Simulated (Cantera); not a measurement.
A perfectly stirred reactor is fed with H2 : O2 : N2 = 0.14 : 1 : 0.39 (molar parts), equivalence ratio 0.070, at 20.0 Torr; it is held at 900 K, and followed from long to short residence time.

Cantera simulation using the H2/O2 subset of GRI-Mech 3.0, which has no nitrogen chemistry; the numbers are that mechanism's predictions, not measurements. Radical loss at walls, strong at low pressure, is not modelled. Below about 950 K walls govern HO2 and H2O2 in real vessels. The temperature is held fixed by assumption; the heat of reaction is taken as removed at once.

Q: What does this change do: pressure from 20.0 Torr to 10.00 Torr?

A: 
```json
[
 {"quantity": "x(H2) at τ = 15.0 s", "before": "0.000340", "after": "0.000371"},
 {"quantity": "x(O2) at τ = 15.0 s", "before": "0.637", "after": "0.637"},
 {"quantity": "x(O) at τ = 15.0 s", "before": "5.96e-5", "after": "0.000145"},
 {"quantity": "x(HO2) at τ = 15.0 s", "before": "3.52e-6", "after": "2.94e-6"},
 {"quantity": "x(H) at τ = 15.0 s", "before": "3.74e-6", "after": "1.49e-5"},
 {"quantity": "x(H2) at τ = 0.140 s", "before": "0.00448", "after": "0.00498"},
 {"quantity": "x(O2) at τ = 0.140 s", "before": "0.637", "after": "0.636"},
 {"quantity": "x(O) at τ = 0.140 s", "before": "0.000889", "after": "0.00210"},
 {"quantity": "x(HO2) at τ = 0.140 s", "before": "1.53e-5", "after": "9.33e-6"},
 {"quantity": "x(H) at τ = 0.140 s", "before": "0.000385", "after": "0.00149"}
]
```

Q: What does this change do: temperature 900 to 1300 K?

A: 
| quantity | before | after |
|---|---|---|
| x(H2) at τ = 15.0 s | 0.000340 | 3.44e-5 |
| x(O2) at τ = 15.0 s | 0.637 | 0.637 |
| x(O) at τ = 15.0 s | 5.96e-5 | 0.000290 |
| x(HO2) at τ = 15.0 s | 3.52e-6 | 6.04e-7 |
| x(H) at τ = 15.0 s | 3.74e-6 | 1.05e-5 |
| x(H2) at τ = 0.140 s | 0.00448 | 0.000668 |
| x(O2) at τ = 0.140 s | 0.637 | 0.631 |
| x(O) at τ = 0.140 s | 0.000889 | 0.00622 |
| x(HO2) at τ = 0.140 s | 1.53e-5 | 4.13e-6 |
| x(H) at τ = 0.140 s | 0.000385 | 0.00106 |
